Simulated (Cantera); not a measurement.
**Thermodynamics of oxide etching and cleaning by halides, feed CaO + HF**

A closed system holds: 1 mol CaO, 3.1 mol HF, at 1.00 Torr.

These are equilibrium values from Cantera (NASA tables, ideal gas, pure condensed phases), not measurements of a reactor. Candidate condensed phases: Ca, CaF2, CaO, Ca(OH)2, H2O; 29 gas species. The numbers say what is thermodynamically allowed, not how fast it happens.

```csv
T (K),log p HF,log p H2O,log p CaF2,log p H2,log p O2,log p OH,log p H,n CaF2(s)
623,-3.16,-3.20,<-14,-13.93,-14.23,<-14,<-14,1.00
698,-3.16,-3.20,<-14,-12.45,-12.75,-14.72,<-14,1.00
773,-3.16,-3.20,<-14,-11.26,-11.57,-13.25,<-14,1.00
848,-3.16,-3.20,<-14,-10.28,-10.58,-12.04,<-14,1.00
923,-3.16,-3.20,-14.75,-9.45,-9.76,-11.02,-14.34,1.00
998,-3.16,-3.20,-12.94,-8.75,-9.06,-10.15,-13.04,1.00
1073,-3.16,-3.20,-11.39,-8.15,-8.46,-9.41,-11.93,1.00
1148,-3.16,-3.20,-10.06,-7.62,-7.93,-8.76,-10.95,1.00
1223,-3.16,-3.20,-8.89,-7.15,-7.47,-8.19,-10.10,1.000
1298,-3.16,-3.20,-7.87,-6.74,-7.07,-7.69,-9.34,1.000
1373,-3.16,-3.20,-6.96,-6.37,-6.70,-7.24,-8.66,1.000
1448,-3.16,-3.20,-6.16,-6.04,-6.38,-6.84,-8.06,0.999
1523,-3.16,-3.20,-5.45,-5.75,-6.09,-6.47,-7.51,0.994
```
log p: log10 of the partial pressure in bar; n: condensed amount in mol.

From 623 K to 1523 K the condensed part is CaF2(s).
